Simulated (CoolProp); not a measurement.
Vapour-liquid equilibrium of carbon dioxide (1) + sulfur dioxide (2) at 236.7 K; x and y are mole fractions of (1).

Model: multi-fluid Helmholtz-energy mixture model, Span 1996 and Gao 2016; pair parameters Bell 2016, in CoolProp.

Question: Give the bubble pressure and the first vapour's composition at x = 0.05, 0.2, 0.65. Is there an azeotrope?

Answer: x = 0.05: 0.9973 bar, y = 0.742; x = 0.2: 3.097 bar, y = 0.925; x = 0.65: 7.922 bar, y = 0.982. No azeotrope shows between x = 0.05 and 0.95.

Pair parameters are fitted to limited data, so mixtures are less certain than the pure fluids. The gap from Raoult's law changes sign with composition, which may be real or a fault of the pair parameters; it wasn't checked against measurements.
